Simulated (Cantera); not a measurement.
Charge: 1 mol CH3SiH3, 0.05 mol C2H2, 230 mol H2, at 0.133 bar.

Method: chemical equilibrium by Gibbs-energy minimisation in Cantera with the NASA 1993 tables (ideal gas, pure condensed phases). Candidate condensed phases: C, C6H6, C7H8, C8H18, Si, SiC; 87 gas species. The feed counts by its element totals alone. Gases not in the tables: Si2H6 and higher silanes. Rates play no part.

Problem. Which condensed phases are stable at each of these points (T (K)): 1700, 1800, 1900, 2000, 2100, 2200, 2300, 2400?

Solution. 
```tsv
T (K)	condensed phases	Si condensed (%)
1700	C(graphite) + SiC(s)	100.0
1800	SiC(s)	100.0
1900	SiC(s)	99.8
2000	SiC(s)	98.7
2100	SiC(s)	94.3
2200	SiC(s)	79.8
2300	SiC(s)	40.0
2400	gas only	0.0
```

At 1700 K the condensed part is C(graphite) + SiC(s). From 1800 K to 2300 K the condensed part is SiC(s). At 2400 K nothing is condensed.
